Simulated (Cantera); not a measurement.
**Catalytic stagnation flow on Pt**

A jet of CH4 : O2 : N2 = 0.037 : 0.095 : 0.79 (molar parts) at 300 K and 0.140 bar hits a platinum plate 4.4 cm away at a mass flux of 0.048 kg/m²/s; the plate temperature is set and raised in steps from an oxygen-covered start.

Detailed kinetics in Cantera: Deutschmann's 1995 Pt surface mechanism with GRI-Mech 3.0 gas chemistry. Catalytic surfaces can have several steady states; this one follows from the mechanism file's or the stated starting coverage.

```csv
plate T (K),wall x CH4,wall x O2,wall x H2O,wall x OH,wall x CO,wall x CO2,θ free Pt,θ O*,θ OH*
950,0.0140,0.0474,0.0488,9.24e-8,7.81e-6,0.0320,0.291,0.707,0.00204
1000,0.00948,0.0380,0.0570,2.42e-7,7.38e-6,0.0375,0.374,0.624,0.00195
1050,0.00682,0.0324,0.0618,5.67e-7,7.25e-6,0.0407,0.453,0.545,0.00176
1100,0.00518,0.0291,0.0646,1.21e-6,7.43e-6,0.0426,0.528,0.471,0.00155
1150,0.00414,0.0269,0.0664,2.37e-6,7.93e-6,0.0438,0.596,0.402,0.00134
1200,0.00344,0.0256,0.0675,4.36e-6,8.79e-6,0.0446,0.658,0.340,0.00115
1250,0.00295,0.0248,0.0681,7.57e-6,1.01e-5,0.0450,0.714,0.285,0.000978
```
x: mole fraction at the wall; θ: surface coverage.
